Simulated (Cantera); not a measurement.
# Abatement and gas-phase synthesis: SO2 + H2O + N2

Input: 1 mol SO2, 0.12 mol H2O, 0.39 mol N2, at 13300 Pa.

Method: chemical equilibrium by Gibbs-energy minimisation in Cantera with the NASA 1993 tables (ideal gas, pure condensed phases). Candidate condensed phases: H2O, H2SO4, S; 35 gas species. Rates play no part.

| T (K) | log p SO2 | log p N2 | log p H2O | log p SO | log p O2 | log p OH |
|---|---|---|---|---|---|---|
| 2023 | -1.06 | -1.47 | -1.99 | -3.10 | -3.39 | -3.81 |
| 2098 | -1.06 | -1.47 | -1.99 | -2.92 | -3.21 | -3.62 |
| 2173 | -1.07 | -1.47 | -2.00 | -2.74 | -3.05 | -3.44 |
| 2248 | -1.07 | -1.47 | -2.01 | -2.59 | -2.90 | -3.28 |
| 2323 | -1.08 | -1.47 | -2.03 | -2.44 | -2.76 | -3.13 |
| 2398 | -1.09 | -1.48 | -2.05 | -2.30 | -2.63 | -3.00 |
| 2473 | -1.11 | -1.48 | -2.07 | -2.18 | -2.51 | -2.87 |
log p: log10 of the partial pressure in bar; nothing condenses.

From 2023 K to 2473 K nothing is condensed.
